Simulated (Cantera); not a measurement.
Feed: 1 mol SiF4, 5 mol O2, a varied amount of N2, 0.17 mol NO, equilibrated at 575 °C and 1.33 mbar.

Cantera equilibrium calculation (NASA polynomials, part measured and part estimated; ideal gas, pure solids and liquids). Candidate condensed phases: Si, SiO2, Si2N2O, Si3N4; 28 gas species. Kinetics and transport are ignored.

**Question.** At 44 mol N2, list the 3 most abundant gas species with their mole fractions, and the condensed phases.

**Answer.** N2 0.879, O2 0.101, SiF4 0.0199. Condensed: gas only.
